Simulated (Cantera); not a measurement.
A perfectly stirred reactor is fed with CH3OH : O2 : N2 = 1 : 2.83 : 10.6 (molar parts), at 5.00 bar; it is adiabatic with a 600 K inlet, and is followed from long to short residence time, starting on the burning branch (τ in s: 0.22, 0.071, 0.023, 0.0072, 0.0023, 0.00072, 0.00023, 7.3e-05, 2.3e-05, 7.3e-06).

Model: GRI-Mech 3.0 (53 species, 325 reactions), integrated in Cantera. GRI-Mech 3.0 was tuned for natural gas; its chemistry of methanol as a main component is partial and can be far from experiment.

x: mole fraction; the columns are a selection and need not sum to one.

```
τ (s)    T (K)     x CH3OH    x O2       x CH2      x CH2O         x O   x CH2CO       x CH4
-------  -----  ----------  ------  ----------  ----------  ----------  --------  ----------
0.22      1832     7.36e-7  0.0889    1.71e-10     5.50e-7     2.73e-5    <1e-12     1.04e-8
0.071     1831     1.97e-6  0.0890    4.51e-10     1.48e-6     3.65e-5  2.92e-12     2.09e-8
0.023     1828     4.81e-6  0.0890     1.07e-9     3.66e-6     5.81e-5  1.24e-11     3.23e-8
0.0072    1824     1.13e-5  0.0891     2.41e-9     8.74e-6    0.000105  4.89e-11     4.35e-8
0.0023    1814  (withheld)  0.0895  (withheld)  (withheld)  (withheld)  1.89e-10  (withheld)
0.00072   1793  (withheld)  0.0904  (withheld)  (withheld)  (withheld)  9.01e-10  (withheld)
0.00023   1746    0.000155  0.0931     4.18e-8    0.000126    0.000554   6.29e-9     4.48e-7
7.3e-5     600      0.0693   0.196      <1e-12      <1e-12      <1e-12    <1e-12      <1e-12
2.3e-5     600      0.0693   0.196      <1e-12      <1e-12      <1e-12    <1e-12      <1e-12
7.3e-6     600      0.0693   0.196      <1e-12      <1e-12      <1e-12    <1e-12      <1e-12
```

Question: Some entries are withheld; supply them.

Answer: 
- 0.0023, x CH3OH: 2.54e-5
- 0.0023, x CH2: 5.39e-9
- 0.0023, x CH2O: 2.01e-5
- 0.0023, x O: 0.000197
- 0.0023, x CH4: 6.25e-8
- 0.00072, x CH3OH: 5.88e-5
- 0.00072, x CH2: 1.39e-8
- 0.00072, x CH2O: 4.76e-5
- 0.00072, x O: 0.000361
- 0.00072, x CH4: 1.26e-7
